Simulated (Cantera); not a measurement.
An adiabatic, constant-volume homogeneous reactor starts with CH4 : O2 : N2 = 1 : 0.952 : 3.58 (molar parts), at 1448 K and 1.00 bar. Integrator tolerance rtol = 1e-08.

Computed with Cantera and GRI-Mech 3.0 (53 species, 325 reactions).

Task: What does this change do: initial temperature 1448 to 1723 K?

Result: 
```json
[
 {"quantity": "time of steepest temperature rise", "before": "2.69 ms", "after": "0.204 ms"},
 {"quantity": "temperature at 0.900 s", "before": "2672 K", "after": "2826 K"},
 {"quantity": "equilibrium temperature", "before": "2672 K", "after": "2826 K"},
 {"quantity": "x(CH4) at 0.900 s", "before": "4.90e-11 (gas-phase equilibrium 5.50e-11)", "after": "2.21e-11 (gas-phase equilibrium 2.48e-11)"},
 {"quantity": "x(O2) at 0.900 s", "before": "3.62e-5 (gas-phase equilibrium 3.62e-5)", "after": "0.000139 (gas-phase equilibrium 0.000139)"},
 {"quantity": "x(H2O) at 0.900 s", "before": "0.119 (gas-phase equilibrium 0.119)", "after": "0.115 (gas-phase equilibrium 0.115)"},
 {"quantity": "x(NO) at 0.900 s", "before": "0.000333 (gas-phase equilibrium 0.000333)", "after": "0.000811 (gas-phase equilibrium 0.000811)"},
 {"quantity": "x(CH2O) at 0.900 s", "before": "2.11e-8 (gas-phase equilibrium 2.11e-8)", "after": "1.83e-8 (gas-phase equilibrium 1.83e-8)"}
]
```

Task: What does this change do: pressure from 1.00 bar to 0.320 bar?

Result: 
```csv
quantity,before,after
time of steepest temperature rise,2.69 ms,6.20 ms
temperature at 0.900 s,2672 K,2617 K
equilibrium temperature,2672 K,2617 K
x(CH4) at 0.900 s,4.90e-11 (gas-phase equilibrium 5.50e-11),5.71e-12 (gas-phase equilibrium 6.40e-12)
x(O2) at 0.900 s,3.62e-5 (gas-phase equilibrium 3.62e-5),7.15e-5 (gas-phase equilibrium 7.15e-5)
x(H2O) at 0.900 s,0.119 (gas-phase equilibrium 0.119),0.117 (gas-phase equilibrium 0.117)
x(NO) at 0.900 s,0.000333 (gas-phase equilibrium 0.000333),0.000428 (gas-phase equilibrium 0.000428)
x(CH2O) at 0.900 s,2.11e-8 (gas-phase equilibrium 2.11e-8),6.48e-9 (gas-phase equilibrium 6.48e-9)
```
